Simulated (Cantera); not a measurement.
Charge: 1 mol B, 10 mol H₂O, held at 3000 Pa.

Cantera equilibrium calculation (NASA polynomials, part measured and part estimated; ideal gas, pure solids and liquids). Candidate condensed phases: B, B₂O₃, B₃O₃H₃, H₂O; 23 gas species. Gases not in the tables: H₃BO₃. Kinetics and transport are ignored.

x: gas mole fraction; nothing condenses.

```
T (K)  x H₂O   x H₂  x HBO₂         x H        x OH      x B₂O₃       x BO₂
-----  -----  -----  ------  ----------  ----------  ----------  ----------
1550   0.762  0.143  0.0941     6.87e-5     1.23e-5    0.000489     1.87e-6
1600   0.762  0.143  0.0941  (withheld)  (withheld)  (withheld)  (withheld)
1650   0.762  0.143  0.0939    0.000198     4.78e-5    0.000622     7.20e-6
1700   0.762  0.143  0.0938    0.000321     8.87e-5    0.000692     1.33e-5
1750   0.762  0.143  0.0936  (withheld)  (withheld)  (withheld)  (withheld)
1800   0.762  0.143  0.0934    0.000780    0.000276    0.000843     4.10e-5
1850   0.762  0.142  0.0932     0.00117    0.000464    0.000922     6.88e-5
1900   0.761  0.142  0.0929     0.00173    0.000760     0.00100    0.000112
1950   0.760  0.142  0.0926     0.00249     0.00121     0.00109    0.000179
2000   0.759  0.142  0.0922     0.00354     0.00189     0.00117    0.000277
2050   0.757  0.142  0.0917     0.00493     0.00288     0.00125    0.000421
2100   0.754  0.142  0.0911     0.00677     0.00429     0.00134    0.000625
```

**Question.** Some entries are withheld; supply them.

**Answer.** 
- 1750, x H: 0.000507
- 1750, x OH: 0.000159
- 1750, x B₂O₃: 0.000766
- 1750, x BO₂: 2.37e-5
- 1600, x H: 0.000119
- 1600, x OH: 2.48e-5
- 1600, x B₂O₃: 0.000554
- 1600, x BO₂: 3.75e-6
